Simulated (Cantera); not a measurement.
Input (Python, Cantera) and output of one run.

```python
import numpy as np
import cantera as ct

gas_names = """
    H HNO HNO2 HNO3 HO2 H2 H2O H2O2 N NH NH2 NH3 NH2OH NO NO2 NO3 N2 N2H2 N2H4 N2O O OH O2 O3 Si SiH
    SiH2 SiH3 SiH4 SiN SiO SiO2 Si2 Si2N Si3
""".split()
cond_names = """
    H2O(s) H2O(L) Si(cr) Si(L) SiO2(Lqz) SiO2(hqz) SiO2(L) Si2N2O(s) Si3N4(a)
""".split()


# ... load() reads the species with a 1 bar reference pressure and builds the phases ...
atoms = {
    'Si': {'Si': 1},
    'N2O': {'N': 2, 'O': 1},
    'H2': {'H': 2},
    'H2O': {'H': 2, 'O': 1},
}
top_T = {'Si2N2O(s)': 2100, 'Si3N4(a)': 2400}  # K; cautious upper limits of use, not melting points


# ... equilibrate(T, P, feed) seeds the gas with the atoms and calls Mixture.equilibrate('TP', solver="vcs", rtol=1e-11, max_steps=5000) ...
results = []
feed = {'Si': 1, 'N2O': 3.7, 'H2': 9.8, 'H2O': 0.016}  # mol
T = 1125  # K
P = 1333.22  # Pa
mix = equilibrate(T, P, feed)
results.append((T, P, feed, dict(zip(mix.species_names, mix.species_moles))))
print(gas.report(threshold=1e-05))
for i in range(1, mix.n_phases):
    print(f"{mix.phase(i).name:16s} {mix.phase_moles(i):12.5e} mol")
```

It prints:

```
       temperature   1125 K
          pressure   1333.2 Pa
           density   0.0015913 kg/m^3
  mean mol. weight   11.164 kg/kmol
   phase of matter   gas

                          1 kg             1 kmol
                     ---------------   ---------------
          enthalpy       -4.5216e+05        -5.048e+06  J
   internal energy         -1.29e+06       -1.4402e+07  J
           entropy             21413        2.3906e+05  J/K
    Gibbs function       -2.4541e+07       -2.7398e+08  J
 heat capacity c_p              2956             33002  J/K
 heat capacity c_v            2211.3             24687  J/K

                      mass frac. Y      mole frac. X     chem. pot. / RT
                     ---------------   ---------------   ---------------
                H2           0.10822           0.59929           -22.636
               H2O           0.20487           0.12696            -57.48
                N2           0.68691           0.27375           -30.788
     [  +32 minor]        1.3977e-06        1.1965e-06

Si(cr)            0.00000e+00 mol
SiO2(hqz)         1.00000e+00 mol
Si2N2O(s)         0.00000e+00 mol
Si3N4(a)          0.00000e+00 mol
```

These are equilibrium values from Cantera (NASA tables, ideal gas, pure condensed phases), not measurements of a reactor.
